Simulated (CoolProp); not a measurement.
Model: reference Helmholtz-energy equation of state, de Vries 1995, in CoolProp.

**Question.** For R124, give the phase and the Z, cp (kJ/(kg K)), isothermal compressibility (1/MPa), conductivity (mW/(m K)) at 196.85 °C and 9.88 MPa; 196.85 °C and 18.1 MPa.

**Answer.** 
- 196.85 °C and 9.88 MPa: supercritical; Z 0.552, cp 1.53, isothermal compressibility 0.0992, conductivity 44.2
- 196.85 °C and 18.1 MPa: supercritical; Z 0.704, cp 1.32, isothermal compressibility 0.0208, conductivity 51.4

Thermal conductivity comes from a separate model (Huber 2003), an estimate that may be off by 10 % or more.
